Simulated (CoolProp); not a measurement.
Aqueous sodium chloride as a coolant, 10 % by mass, freezing at -6.6 °C, 1 atm.

The numbers come from the Melinder's fits for secondary coolants in CoolProp.

| T (°C) | Prandtl number | density (kg/m³) | conductivity (W/(m K)) | viscosity (mPa s) |
|---|---|---|---|---|
| -0.7 | 14.1 | 1077 | 0.554 | 2.12 |
| 7.3 | 10.8 | 1075 | 0.568 | 1.66 |
| 15.4 | 8.54 | 1072 | 0.581 | 1.34 |
| 23.5 | 6.91 | 1069 | 0.594 | 1.10 |
| 31.6 | 5.73 | 1066 | 0.607 | 0.931 |
| 39.6 | 4.89 | 1062 | 0.620 | 0.809 |
